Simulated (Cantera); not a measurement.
Charge: 1 mol TEOS, 1.6 mol O3, 72 mol N2, equilibrated at 825 K and 0.0330 bar.

Equilibrium computed with Cantera from the NASA thermochemical tables; the gas is ideal and each condensed phase is pure. Candidate condensed phases: C, C6H6, C7H8, C8H18, H2O, Si, SiC, SiO2, Si2N2O, Si3N4; 151 gas species. The feed counts by its element totals alone. The numbers say what is thermodynamically allowed, not how fast it happens.

Base state: N2 0.818, H2 0.110, CO 0.0627, CO2 0.00585, H2O 0.00287, CH4 0.000361 (mole fractions); condensed: C(graphite) + SiO2(α-quartz).

Task: What changes in the equilibrium state with this change: O3 from 1.6 to 0.37 mol?

Result: 
| species | before | after |
|---|---|---|
| N2 | 0.818 | 0.849 |
| H2 | 0.110 | 0.116 |
| CO | 0.0627 | 0.0321 |
| CO2 | 0.00585 | 0.00153 |
| H2O | 0.00287 | 0.00154 |
| C(graphite), mol | 1.94 | 5.12 |
| SiO2(α-quartz), mol | 1.00 | 1.00 |

Task: What changes in the equilibrium state with this change: N2 from 72 to 8.6 mol?

Result: 
| species | before | after |
|---|---|---|
| H2 | 0.110 | 0.387 |
| N2 | 0.818 | 0.364 |
| CO | 0.0627 | 0.172 |
| H2O | 0.00287 | 0.0278 |
| CO2 | 0.00585 | 0.0441 |
| CH4 | 0.000361 | 0.00447 |
| NH3 | 2.55e-6 | 1.12e-5 |
| C(graphite), mol | 1.94 | 2.79 |
| SiO2(α-quartz), mol | 1.00 | 1.00 |
